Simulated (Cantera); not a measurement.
Standard-state values (1 bar) from the NASA 1993 polynomials, evaluated with Cantera. Values are per mole of reaction as written; species without (g) are pure solids or liquids, kept so even where they would boil at 1 bar.

a) 0.6667 Al + Cl₂(g) ⇌ 0.3333 Al₂Cl₆(g)
b) 2 Al + Cl₂(g) ⇌ 2 AlCl(g)
c) 0.6667 Al + Cl₂(g) ⇌ 0.6667 AlCl₃(g)

Question: Order these by ΔG° at 523 K, most negative first.

Answer: a (-388 kJ), c (-373 kJ), b (-194 kJ)
